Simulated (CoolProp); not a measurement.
A single-stage vapour-compression cycle with CH3F (R41): evaporating at 203.15 K (dew point), condensing at 252.15 K (bubble point), superheat 0 K, subcooling 5 K, compressor efficiency 0.8, no pressure losses. Each further row changes one setting.

Values from CoolProp's reference Helmholtz-energy equation of state, Lemmon 2006. It is a short technical equation, of lower accuracy than the large ones.

| case | cooling COP | pressure ratio | discharge temperature (K) | refrigerating effect (kJ/kg) | volumetric capacity (kJ/m³) |
|---|---|---|---|---|---|
| as stated | (withheld) | 7.01 | 341.3 | 380 | 1280 |
| evaporating temperature 208.15 K | 3.11 | (withheld) | 328.2 | (withheld) | (withheld) |
| condensing temperature 247.15 K | (withheld) | 5.97 | (withheld) | 392 | 1310 |
| subcooling 10 K | 2.73 | 7.01 | 341.3 | (withheld) | 1310 |
| superheat 10 K | 2.58 | 7.01 | 357.5 | 392 | 1240 |
| compressor efficiency 0.7 | 2.32 | 7.01 | 357.0 | 380 | 1280 |

### Question
What belongs in the gaps?

### Answer

- as stated, cooling COP: 2.65
- evaporating temperature 208.15 K, pressure ratio: 5.49
- evaporating temperature 208.15 K, refrigerating effect (kJ/kg): 383
- evaporating temperature 208.15 K, volumetric capacity (kJ/m³): 1620
- condensing temperature 247.15 K, cooling COP: 3.04
- condensing temperature 247.15 K, discharge temperature (K): 328.0
- subcooling 10 K, refrigerating effect (kJ/kg): 391
